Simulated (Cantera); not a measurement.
# Halide evaporation, hydrolysis and transport: FeCl2 + H2O + H2

A closed system holds: 1 mol FeCl2, 0.16 mol H2O, 10 mol H2, held at 0.100 bar.

Cantera equilibrium calculation (NASA polynomials, part measured and part estimated; ideal gas, pure solids and liquids). Candidate condensed phases: Fe, FeCl2, FeCl3, FeO, Fe(OH)2, Fe(OH)3, Fe2O3, Fe3O4, H2O; 22 gas species. Condensed phases not in the tables: FeOCl. The numbers say what is thermodynamically allowed, not how fast it happens.

From 327 °C to 527 °C the condensed part is Fe(α) + FeCl2(s). At 727 °C the condensed part is Fe(α). From 927 °C to 1327 °C the condensed part is Fe(γ). At 1527 °C the condensed part is Fe(δ). From 1727 °C to 1927 °C the condensed part is Fe(l). The main Fe-bearing gas is FeCl2 at 327 °C and Fe at 1927 °C. The share of Fe in condensed phases is highest at 327 °C (100.0 %) and lowest at 1927 °C (38.8 %).

| T (°C) | x H2 | x HCl | x Fe | x FeCl2 | x H | x H2O | n Fe(α) | n FeCl2(s) | n Fe(γ) | n Fe(δ) | n Fe(l) |
|---|---|---|---|---|---|---|---|---|---|---|---|
| 327 | 0.981 | 0.00331 | <1e-12 | 6.06e-8 | <1e-12 | 0.0157 | 0.0168 | 0.983 | 0 | 0 | 0 |
| 527 | 0.856 | 0.128 | <1e-12 | 0.000939 | 8.48e-12 | 0.0147 | 0.696 | 0.292 | 0 | 0 | 0 |
| 727 | 0.813 | 0.167 | <1e-12 | 0.00603 | 6.47e-9 | 0.0143 | 0.932 | 0 | 0 | 0 | 0 |
| 927 | 0.818 | 0.157 | 4.96e-10 | 0.0113 | 5.64e-7 | 0.0143 | 0 | 0 | 0.874 | 0 | 0 |
| 1127 | 0.823 | 0.147 | 1.53e-7 | 0.0162 | 1.40e-5 | 0.0143 | 0 | 0 | 0.819 | 0 | 0 |
| 1327 | 0.827 | 0.138 | 1.10e-5 | 0.0205 | 0.000156 | 0.0143 | 0 | 0 | 0.771 | 0 | 0 |
| 1527 | 0.829 | 0.131 | 0.000295 | 0.0238 | 0.00103 | 0.0143 | 0 | 0 | 0 | 0.730 | 0 |
| 1727 | 0.824 | 0.128 | 0.00365 | 0.0250 | 0.00467 | 0.0142 | 0 | 0 | 0 | 0 | 0.678 |
| 1927 | 0.795 | 0.121 | 0.0278 | 0.0248 | 0.0159 | 0.0138 | 0 | 0 | 0 | 0 | 0.388 |
x: gas mole fraction; n: condensed amount in mol.
